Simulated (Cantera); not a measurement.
Ignition delay

Mixture: CH4 : O2 : N2 = 1 : 3.85 : 13.8 (molar parts), at 500000 Pa, adiabatic and at constant pressure. Ignition delay is the time to a rise of 400 K.

Cantera simulation using GRI-Mech 3.0 (53 species, 325 reactions); the numbers are that mechanism's predictions, not measurements.

```tsv
T0 (K)	delay (ms)
1123	19.8
1223	5.21
1323	1.57
1423	0.534
1523	0.205
1623	0.0880
1723	0.0423
1823	0.0224
1923	0.0128
2023	0.00787
```

```json
{
  "apparent activation energy between 1823 and 2023 K": "160 kJ/mol"
}
```
